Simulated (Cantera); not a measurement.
CH3SiCl3 + C2H2 + H2 (silicon carbide growth)

Feed: 1 mol CH3SiCl3, 0.015 mol C2H2, 37 mol H2, equilibrated at 1975 K and 280 Pa.

Cantera equilibrium calculation (NASA polynomials, part measured and part estimated; ideal gas, pure solids and liquids). Candidate condensed phases: C, C6H6, C7H8, C8H18, Si, SiC; 109 gas species. The feed counts by its element totals alone. The tables' values for SiCl are old estimates; treat these amounts as uncertain. Equilibrium is a limit: real reactors are often held back by kinetics, nucleation or transport.

```yaml
x(H2): 0.901
x(HCl): 0.0710
x(H): 0.0245
x(Cl): 0.00145
x(SiCl2): 0.000690
x(C2H2 (acetylene)): 0.000585
x(Si): 0.000576
x(SiCl): 7.67e-5
x(SiC2): 2.12e-5
n(C(graphite)): 0.0377 mol
n(SiC(s)): 0.942 mol
gas_amount: 40.57 mol
log10 activity of Si(l) (absent): -1.30
```
